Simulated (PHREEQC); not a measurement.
## Acid mine or pickling water: an equilibrium model

Model water analysis in mg/L, 25 °C, pH 2.32, pe 8.5: Na 6.6; K 46.1; Ca 254; Mg 234; Cl 133; S(6) as SO4 1950; Al 30.8; O(0) (dissolved oxygen) 6.62; Pb 113.

Valence states are taken as typed.

Computed with PHREEQC (ion-association model, phreeqc.dat).

Each row changes one thing in this solution. This is a speciation only: nothing precipitates in the calculation.

```json
[
 {"case": "as made", "ionic strength (mol/kgw)": "0.0516", "Al+3 (mol/kgw)": "0.000183", "PbCl+ (mol/kgw)": "1.54e-5", "PbCl2 (mol/kgw)": "5.99e-8", "PbCl3- (mol/kgw)": "1.79e-10", "SI of Gypsum (CaSO4:2H2O)": "-0.41", "SI of Anglesite (PbSO4)": "+1.50"},
 {"case": "O(0) from 6.62 to 19.9 mg/L", "ionic strength (mol/kgw)": "0.0516", "Al+3 (mol/kgw)": "0.000183", "PbCl+ (mol/kgw)": "1.54e-5", "PbCl2 (mol/kgw)": "5.99e-8", "PbCl3- (mol/kgw)": "1.79e-10", "SI of Gypsum (CaSO4:2H2O)": "-0.41", "SI of Anglesite (PbSO4)": "+1.50"},
 {"case": "Cl from 133 to 399 mg/L", "ionic strength (mol/kgw)": "0.0559", "Al+3 (mol/kgw)": "0.000189", "PbCl+ (mol/kgw)": "4.34e-5", "PbCl2 (mol/kgw)": "5.02e-7", "PbCl3- (mol/kgw)": "4.50e-9", "SI of Gypsum (CaSO4:2H2O)": "-0.41", "SI of Anglesite (PbSO4)": "+1.47"}
]
```

Species that the database lacks are ignored. Some of these states are supersaturated (in Anglesite, for instance).
